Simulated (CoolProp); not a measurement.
Water along the isotherm 665.9 K: density (kg/m³) from the reference equation and from simpler models built on Tc = 647.1 K, pc = 22.06 MPa, ω = 0.344; each cubic takes its own stable root.

The numbers come from the reference Helmholtz-energy equation of state, Wagner 2002 in CoolProp.

```
p (MPa)          phase  reference
-------  -------------  ---------
6.13               gas      21.93
12.3               gas      50.09
18.4               gas      90.98
24.5     supercritical      180.2
30.6     supercritical      457.1
36.8     supercritical      530.2
42.9     supercritical      567.6
49       supercritical      594.0
55.2     supercritical      614.9
```

How far does each simpler model (van der Waals, Redlich-Kwong, Soave-Redlich-Kwong) lie from the reference over these 9 states: mean and median of the absolute difference, and the worst?


- van der Waals: mean 24.5 %, median 37.7 %, worst -43.0 % at 665.9 K and 55.2 MPa
- Redlich-Kwong: mean 17.5 %, median 29.9 %, worst -31.6 % at 665.9 K and 36.8 MPa
- Soave-Redlich-Kwong: mean 19.9 %, median 32.0 %, worst -34.1 % at 665.9 K and 30.6 MPa
